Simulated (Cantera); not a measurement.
Adiabatic ignition

An adiabatic, constant-volume homogeneous reactor starts with 38.7 % H2, 12.9 % O2, 48.4 % N2, at 1700 K and 30000 Pa.

Computed with Cantera and the H2/O2 subset of GRI-Mech 3.0, which has no nitrogen chemistry.

```tsv
t (s)	T (K)	P (bar)	x H2	x O2	x O	x H	x HO2	x H2O	x OH
2.00e-6	1700	0.300	0.387	0.129	2.02e-7	2.22e-6	1.56e-6	7.98e-7	2.19e-7
6.32e-6	1700	0.300	0.387	0.129	2.82e-6	2.79e-5	4.75e-6	2.55e-5	3.06e-6
2.00e-5	1717	0.303	0.354	0.116	0.00208	0.0201	8.97e-6	0.0223	0.00224
6.32e-5	2054	0.357	0.121	0.0136	0.0202	0.140	2.31e-6	0.190	0.0242
0.000200	2503	0.423	0.135	0.00935	0.0150	0.0988	1.84e-6	0.205	0.0311
0.000632	2893	0.475	0.142	0.00586	0.00935	0.0670	2.91e-6	0.224	0.0320
0.00200	2911	0.478	0.143	0.00570	0.00909	0.0656	2.99e-6	0.225	0.0319
0.00632	2911	0.478	0.143	0.00570	0.00909	0.0656	2.99e-6	0.225	0.0319
0.0200	2911	0.478	0.143	0.00570	0.00909	0.0656	2.99e-6	0.225	0.0319
0.0632	2911	0.478	0.143	0.00570	0.00909	0.0656	2.99e-6	0.225	0.0319
0.200	2911	0.478	0.143	0.00570	0.00909	0.0656	2.99e-6	0.225	0.0319
0.632	2911	0.478	0.143	0.00570	0.00909	0.0656	2.99e-6	0.225	0.0319
2.00	2911	0.478	0.143	0.00570	0.00909	0.0656	2.99e-6	0.225	0.0319
```
x: mole fraction; the columns are a selection and need not sum to one.

```json
{
 "time_of_steepest_temperature_rise": "24.3 µs",
 "temperature at 2.00 s": "2911 K",
 "equilibrium_temperature": "2911 K",
 "x(H2) at 2.00 s": "0.143 (gas-phase equilibrium 0.143)",
 "x(O2) at 2.00 s": "0.00570 (gas-phase equilibrium 0.00570)",
 "x(O) at 2.00 s": "0.00909 (gas-phase equilibrium 0.00909)"
}
```
